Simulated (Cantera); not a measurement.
A Cantera script and what it prints.

```python
import numpy as np
import cantera as ct

gas_names = [...]  # 91 gases of nasa_gas.yaml made of C, Cl, H
cond_names = """
    C(gr) C6H6(L) C7H8(L) C8H18(L),n-octa
""".split()


# ... load() reads the species with a 1 bar reference pressure and builds the phases ...
atoms = {
    'CH3Cl': {'C': 1, 'H': 3, 'CL': 1},
    'HCl': {'H': 1, 'CL': 1},
    'H2': {'H': 2},
}
top_T = {'C(gr)': 4500}  # K; cautious upper limits of use, not melting points


# ... equilibrate(T, P, feed) seeds the gas with the atoms and calls Mixture.equilibrate('TP', solver="vcs", rtol=1e-11, max_steps=5000) ...
results = []
feed = {'CH3Cl': 1, 'HCl': 0.82, 'H2': 16}  # mol
P = 59  # Pa
for T in [1398, 1598, 1798, 1998, 2198, 2398, 2598, 2798, 2998, 3198, 3398]:
    mix = equilibrate(T, P, feed)
    results.append((T, P, feed, dict(zip(mix.species_names, mix.species_moles))))
    x = sorted(zip(gas.X, gas.species_names), reverse=True)
    print(f"T = {T:g} K  P = {P:g} Pa  gas = {mix.phase_moles(0):.4g} mol")
    print("   x: " + "  ".join(f"{s} {v:.3e}" for v, s in x if v > 1e-05))
    print("   condensed (mol): " + ("  ".join(f"{mix.phase(i).name} {mix.phase_moles(i):.4g}"
          for i in range(1, mix.n_phases) if mix.phase_moles(i) > 1e-12) or "none"))
```

Result:

```
T = 1398 K  P = 59 Pa  gas = 18.82 mol
   x: H2 9.031e-01  HCL 9.668e-02  H 1.851e-04  CL 1.633e-05
   condensed (mol): C(gr) 0.9999
T = 1598 K  P = 59 Pa  gas = 18.84 mol
   x: H2 9.013e-01  HCL 9.642e-02  H 2.080e-03  CL 1.761e-04  C2H2,acetylene 2.428e-05
   condensed (mol): C(gr) 0.9991
T = 1798 K  P = 59 Pa  gas = 18.96 mol
   x: H2 8.902e-01  HCL 9.487e-02  H 1.368e-02  CL 1.116e-03  C2H2,acetylene 1.536e-04
   condensed (mol): C(gr) 0.9942
T = 1998 K  P = 59 Pa  gas = 19.46 mol
   x: H2 8.451e-01  HCL 8.879e-02  H 6.071e-02  CL 4.752e-03  C2H2,acetylene 6.406e-04
   condensed (mol): C(gr) 0.975
T = 2198 K  P = 59 Pa  gas = 21.01 mol
   x: H2 7.174e-01  H 1.942e-01  HCL 7.237e-02  CL 1.426e-02  C2H2,acetylene 1.818e-03  C2H 1.695e-05
   condensed (mol): C(gr) 0.9223
T = 2398 K  P = 59 Pa  gas = 24.72 mol
   x: H2 4.754e-01  H 4.472e-01  HCL 4.405e-02  CL 2.956e-02  C2H2,acetylene 3.284e-03  C2H 1.770e-04  C3 1.607e-04  C 6.536e-05  C2 1.453e-05
   condensed (mol): C(gr) 0.8133
T = 2598 K  P = 59 Pa  gas = 30.68 mol
   x: H 7.201e-01  H2 2.111e-01  CL 4.183e-02  HCL 1.749e-02  C3 3.647e-03  C2H2,acetylene 3.396e-03  C 1.031e-03  C2H 1.016e-03  C2 3.424e-04  C4H2 2.264e-05  C5 1.637e-05  CH 1.112e-05
   condensed (mol): C(gr) 0.3344
T = 2798 K  P = 59 Pa  gas = 35.49 mol
   x: H 8.677e-01  H2 6.729e-02  CL 4.610e-02  C3 5.890e-03  C 5.279e-03  HCL 5.179e-03  C2 1.190e-03  C2H 8.443e-04  C2H2,acetylene 5.206e-04  CH 2.135e-05  C5 1.306e-05
   condensed (mol): none
T = 2998 K  P = 59 Pa  gas = 37.54 mol
   x: H 9.123e-01  CL 4.697e-02  H2 1.994e-02  C 1.464e-02  C3 2.711e-03  C2 1.585e-03  HCL 1.507e-03  C2H 2.916e-04  C2H2,acetylene 3.719e-05  CH 2.262e-05
   condensed (mol): none
T = 3198 K  P = 59 Pa  gas = 38.31 mol
   x: H 9.216e-01  CL 4.702e-02  C 2.316e-02  H2 6.416e-03  C2 8.556e-04  HCL 4.862e-04  C3 3.734e-04  C2H 4.675e-05  CH 1.491e-05
   condensed (mol): none
T = 3398 K  P = 59 Pa  gas = 38.53 mol
   x: H 9.248e-01  CL 4.706e-02  C 2.533e-02  H2 2.329e-03  C2 2.642e-04  HCL 1.778e-04  C3 2.516e-05
   condensed (mol): none
```

Equilibrium computed with Cantera from the NASA thermochemical tables; the gas is ideal and each condensed phase is pure.
